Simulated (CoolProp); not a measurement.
Model: reference Helmholtz-energy equation of state, Lemmon 2013, in CoolProp.

For propylene, give the phase and the density (kg/m³), speed of sound (m/s), Joule-Thomson coefficient (K/MPa), fugacity coefficient at 370.7 K and 1040 kPa; 370.7 K and 9320 kPa.


- 370.7 K and 1040 kPa: gas; density 15.4, speed of sound 269, Joule-Thomson coefficient 9.81, fugacity coefficient 0.927
- 370.7 K and 9320 kPa: supercritical; density 396, speed of sound 424, Joule-Thomson coefficient 1.09, fugacity coefficient 0.414
